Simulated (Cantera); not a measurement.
## Hydrocarbon pyrolysis for carbon deposition

A perfectly stirred reactor is fed with C2H6 : N2 : H2O = 1 : 2.4 : 0.0083 (molar parts), at 0.128 Torr; it is held at 1675 K, and followed from long to short residence time.

Model: GRI-Mech 3.0 (53 species, 325 reactions), integrated in Cantera. GRI-Mech 3.0 stops at C3 and has no aromatics, soot or wall deposition, so with more carbon than oxygen in the feed, carbon stays in small species such as C2H2 where larger ones or solid carbon would form. Radical loss at walls, strong at low pressure, is not modelled.

```tsv
τ (s)	x C2H6	x CH2	x H	x H2	x C2H	x C2H2	x HCN
4.1	0.000872	1.86e-5	0.00199	0.298	5.28e-6	0.160	9.71e-6
1.5	0.00229	2.71e-5	0.00212	0.267	5.74e-6	0.146	5.69e-6
0.54	0.00612	3.94e-5	0.00223	0.228	6.03e-6	0.125	3.34e-6
0.19	0.0167	5.70e-5	0.00226	0.182	5.66e-6	0.0924	1.95e-6
0.070	0.0428	7.69e-5	0.00209	0.133	4.10e-6	0.0532	1.13e-6
0.025	0.103	8.70e-5	0.00164	0.0819	1.69e-6	0.0175	5.60e-7
0.0092	0.192	6.68e-5	0.00101	0.0345	2.84e-7	0.00222	2.02e-7
0.0033	0.259	2.84e-5	0.000402	0.00674	6.86e-9	6.05e-5	3.02e-8
0.0012	0.283	5.63e-6	7.46e-5	0.000497	5.42e-12	4.07e-7	4.84e-10
0.00044	0.290	4.87e-7	8.61e-6	2.15e-5	<1e-12	3.40e-9	<1e-12
```
x: mole fraction; the columns are a selection and need not sum to one.
